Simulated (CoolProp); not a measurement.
Vapour-liquid equilibrium of n-octane (1) + n-dodecane (2) at 103.25 °C; x and y are mole fractions of (1).

Values from CoolProp's multi-fluid Helmholtz-energy mixture model, Beckmüller 2019 and Lemmon 2004; pair parameters Bell 2016.

```json
[
 {"x": "0.05", "bubble pressure, mixture model (bar)": "0.04546", "bubble pressure, Raoult's law (bar)": "0.04844", "y, mixture model": "0.505", "y, Raoult's law": "0.537"},
 {"x": "0.2", "bubble pressure, mixture model (bar)": "0.1137", "bubble pressure, Raoult's law (bar)": "0.1230", "y, mixture model": "___", "y, Raoult's law": "0.846"},
 {"x": "0.35", "bubble pressure, mixture model (bar)": "___", "bubble pressure, Raoult's law (bar)": "0.1975", "y, mixture model": "0.916", "y, Raoult's law": "0.922"},
 {"x": "0.5", "bubble pressure, mixture model (bar)": "___", "bubble pressure, Raoult's law (bar)": "0.2720", "y, mixture model": "0.954", "y, Raoult's law": "0.957"},
 {"x": "0.65", "bubble pressure, mixture model (bar)": "___", "bubble pressure, Raoult's law (bar)": "0.3465", "y, mixture model": "0.975", "y, Raoult's law": "0.976"},
 {"x": "0.8", "bubble pressure, mixture model (bar)": "0.4163", "bubble pressure, Raoult's law (bar)": "0.4210", "y, mixture model": "0.989", "y, Raoult's law": "0.989"},
 {"x": "0.95", "bubble pressure, mixture model (bar)": "___", "bubble pressure, Raoult's law (bar)": "0.4955", "y, mixture model": "0.998", "y, Raoult's law": "0.998"}
]
```

**Question.** Fill in the missing entries.

**Answer.** 
- 0.2, y, mixture model: 0.832
- 0.35, bubble pressure, mixture model (bar): 0.1856
- 0.5, bubble pressure, mixture model (bar): 0.2608
- 0.65, bubble pressure, mixture model (bar): 0.3381
- 0.95, bubble pressure, mixture model (bar): 0.4945

The largest gap from Raoult's law is -7.6 % in bubble pressure, at x = 0.2. No azeotrope shows between x = 0.05 and 0.95.

The pair parameters rest on a limited set of measurements; away from them the model extrapolates.
